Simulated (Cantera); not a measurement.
Input: 1 mol SiF4, 31 mol N2, held at 1575 K and 0.0120 bar.

These are equilibrium values from Cantera (NASA tables, ideal gas, pure condensed phases), not measurements of a reactor. Candidate condensed phases: Si, Si3N4; 16 gas species. The numbers say what is thermodynamically allowed, not how fast it happens.

Base state: N2 0.969, SiF4 0.0312 (mole fractions); condensed: gas only.

Task: What changes in the equilibrium state with this change: SiF4 replaced by trisilylamine?

Result: 
| species | before | after |
|---|---|---|
| N2 | 0.969 | 0.868 |
| H2 | 0 | 0.132 |
| H | 0 | 0.000138 |
| SiF4 | 0.0312 | 0 |
| Si3N4(s), mol | 0 | 1.000 |
The feed counts by its element totals alone.

Task: What changes in the equilibrium state with this change: SiF4 replaced by SiHCl3?

Result: 
| species | before | after |
|---|---|---|
| N2 | 0.969 | 0.941 |
| SiCl2 | 0 | 0.0270 |
| HCl | 0 | 0.0261 |
| SiF4 | 0.0312 | 0 |
| SiCl3 | 0 | 0.00266 |
| H2 | 0 | 0.00209 |
The tables' values for SiCl3 are old estimates; treat these amounts as uncertain. Further candidate phases: NH4Cl.
